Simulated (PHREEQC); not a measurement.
Make-up at 20 °C: 0.023 mol NaH2PO4 and 0.08 mol KHCO3 per kg of water. Closed to the air; pH follows from the charge balance.

All values are PHREEQC results (ion-association model, phreeqc.dat), not measurements.

This is a speciation only: nothing precipitates in the calculation.

Task: Estimate the pH.

Result: pH 6.97.

Task: In which forms is P present?

Result: HPO4-2 53 %, H2PO4- 43 %, KHPO4- 2.9 %, NaHPO4- 0.8 % of the P.
